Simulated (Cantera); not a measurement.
Cantera run:

```python
import numpy as np
import cantera as ct

gas_names = """
    C CO COS CO2 CS CS2 C2 C2O C3 C3O2 C4 C5 Mg MgO MgS Mg2 O O2 O3 S SO SO2 SO3 S2 S2O S8
""".split()
cond_names = """
    C(gr) Mg(cr) Mg(L) MgCO3(s) MgO(s) MgO(L) MgS(s) MgSO4(s) MgSO4(L) S(cr1) S(cr2) S(L)
""".split()


# ... load() reads the species with a 1 bar reference pressure and builds the phases ...
atoms = {
    'MgSO4': {'Mg': 1, 'S': 1, 'O': 4},
    'C': {'C': 1},
    'O2': {'O': 2},
}
top_T = {'C(gr)': 4500, 'MgS(s)': 2250}  # K; cautious upper limits of use, not melting points


# ... equilibrate(T, P, feed) seeds the gas with the atoms and calls Mixture.equilibrate('TP', solver="vcs", rtol=1e-11, max_steps=5000) ...
results = []
T = 1923.15  # K
P = 10000  # Pa
for m in [0.22, 0.29, 0.37, 0.44, 0.52, 0.59, 0.67, 0.74, 0.82, 0.89, 0.97]:
    feed = {'MgSO4': 1, 'C': m, 'O2': 0.016}  # mol
    mix = equilibrate(T, P, feed)
    results.append((T, P, feed, dict(zip(mix.species_names, mix.species_moles))))

top = {s: max(r[3][s] / sum(r[3][g] for g in gas_names) for r in results) for s in gas_names}
cols = sorted((s for s in top if top[s] > 1e-06), key=lambda s: -top[s])[:8]
seen = [c for c in cond_names if any(r[3].get(c, 0) > 1e-12 for r in results)]
print("log10 of partial pressures in bar; condensed amounts in mol")
print(f"{'n(C)':>10s}" + "".join(f"{s[:9]:>10s}" for s in cols + seen))
for T, P, feed, n in results:
    ng = sum(n[g] for g in gas_names)
    print(f"{feed['C']:10.4g}" + "".join(f"{np.log10(max(n[s] / ng * P / 1e5, 1e-99)):10.3f}" for s in cols)
          + "".join(f"{n.get(c, 0):10.4g}" for c in seen))
```

Result:

```
log10 of partial pressures in bar; condensed amounts in mol
      n(C)       SO2       CO2        CO        O2        S2        SO       S2O         S    MgO(s)
      0.22    -1.182    -1.841    -4.155    -1.710   -10.965    -4.470   -10.147    -8.207         1
      0.29    -1.182    -1.721    -3.977    -1.826   -10.732    -4.411    -9.972    -8.091         1
      0.37    -1.182    -1.616    -3.778    -2.014   -10.357    -4.318    -9.691    -7.903         1
      0.44    -1.182    -1.542    -3.567    -2.289    -9.808    -4.181    -9.280    -7.629         1
      0.52    -1.185    -1.482    -2.954    -3.394    -7.603    -3.631    -7.627    -6.526         1
      0.59    -1.214    -1.527    -2.131    -5.129    -4.189    -2.792    -5.081    -4.819         1
      0.67    -1.251    -1.560    -1.891    -5.676    -3.173    -2.556    -4.338    -4.311         1
      0.74    -1.286    -1.568    -1.791    -5.893    -2.807    -2.482    -4.081    -4.128         1
      0.82    -1.326    -1.570    -1.713    -6.052    -2.571    -2.443    -3.924    -4.010         1
      0.89    -1.362    -1.569    -1.660    -6.156    -2.434    -2.427    -3.840    -3.942         1
      0.97    -1.404    -1.568    -1.609    -6.254    -2.321    -2.420    -3.775    -3.885         1
```

Equilibrium computed with Cantera from the NASA thermochemical tables; the gas is ideal and each condensed phase is pure.
